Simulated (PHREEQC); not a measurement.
Dissolve 1.9 mol/kgw NaCl, 0.03 mol/kgw FeCl2 and 0.0004 mol/kgw H4SiO4 at 25 °C. Closed to the air; pH follows from the charge balance.

Computed with PHREEQC (ion-association model, phreeqc.dat).

### Question
The ionic strength comes out as 1.98 mol/kgw. What activity coefficients do FeOH+, H+, Cl-, Fe+2, FeCl+ get?

### Answer
FeOH+ 0.61, H+ 0.73, Cl- 0.58, Fe+2 0.17, FeCl+ 1.0.

Precipitation was switched off in this run. The solution is supersaturated, for example in Quartz (slow to form), Chalcedony (slow to form), so a real one may precipitate; this is no full list. Caution: at this ionic strength the ion-association model is outside its range; a Pitzer model would be the better tool where its parameters exist.
